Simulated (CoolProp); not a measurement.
Vapour-liquid equilibrium of benzene (1) + ethylbenzene (2) at 85.75 °C; x and y are mole fractions of (1).

Computed with CoolProp (multi-fluid Helmholtz-energy mixture model, Thol 2012 and Zhou 2012; pair parameters Bell 2016).

| x | bubble pressure (kPa) | y at the bubble point | dew pressure at overall composition x (kPa) | liquid density (mol/L) |
|---|---|---|---|---|
| 0.05 | 24.79 | 0.201 | 21.67 | 7.722 |
| 0.15 | 33.10 | 0.463 | 23.64 | 7.948 |
| 0.25 | 41.91 | 0.626 | 26.01 | 8.183 |
| 0.35 | 51.24 | 0.736 | 28.92 | 8.430 |
| 0.45 | 61.08 | 0.814 | 32.56 | 8.687 |
| 0.55 | 71.37 | 0.872 | 37.28 | 8.957 |
| 0.65 | 82.04 | 0.915 | 43.65 | 9.239 |
| 0.75 | 92.96 | 0.948 | 52.77 | 9.534 |
| 0.85 | 104.0 | 0.973 | 67.10 | 9.842 |
| 0.95 | 114.9 | 0.992 | 93.93 | 10.16 |

No azeotrope shows between x = 0.05 and 0.95.

The pair parameters rest on a limited set of measurements; away from them the model extrapolates.
